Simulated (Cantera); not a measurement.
MgSO4 + CO2 + H2 (calcination and drying)

A closed system holds: 1 mol MgSO4, 0.56 mol CO2, 1.2 mol H2, held at 2100 K.

These are equilibrium values from Cantera (NASA tables, ideal gas, pure condensed phases), not measurements of a reactor. Candidate condensed phases: C, C6H6, C7H8, C8H18, H2O, H2SO4, Mg, MgCO3, MgO, Mg(OH)2, MgS, MgSO4, S; 130 gas species. The numbers say what is thermodynamically allowed, not how fast it happens.

From 10.0 Pa to 1000000 Pa the condensed part is MgO(s). The main Mg-bearing gas is Mg at 10.0 Pa and Mg(OH)2 at 1000000 Pa.

```tsv
P (Pa)	log p H2O	log p SO2	log p CO2	log p Mg	log p O2	log p CO	log p H	log p H2	log p O	log p OH	log p SO	n MgO(s)
10	-4.68	-4.65	-5.14	-4.93	-5.05	-5.15	-5.20	-5.38	-5.38	-5.42	-5.58	0.529
52	-3.77	-3.80	-4.24	-5.11	-4.69	-4.42	-4.83	-4.65	-5.20	-4.88	-4.91	0.953
270	-3.00	-3.05	-3.43	-5.29	-4.33	-3.80	-4.54	-4.06	-5.02	-4.40	-4.34	0.994
1400	-2.25	-2.32	-2.67	-5.43	-4.06	-3.17	-4.23	-3.45	-4.89	-3.96	-3.74	0.999
7200	-1.53	-1.60	-1.94	-5.49	-3.92	-2.51	-3.91	-2.80	-4.82	-3.56	-3.09	1.000
37000	-0.82	-0.89	-1.22	-5.52	-3.87	-1.82	-3.56	-2.11	-4.79	-3.19	-2.41	1.000
190000	-0.10	-0.18	-0.51	-5.54	-3.82	-1.13	-3.22	-1.42	-4.77	-2.82	-1.72	1.000
1000000	0.62	0.54	0.23	-5.60	-3.71	-0.45	-2.88	-0.75	-4.71	-2.44	-1.05	1.000
```
log p: log10 of the partial pressure in bar; n: condensed amount in mol.
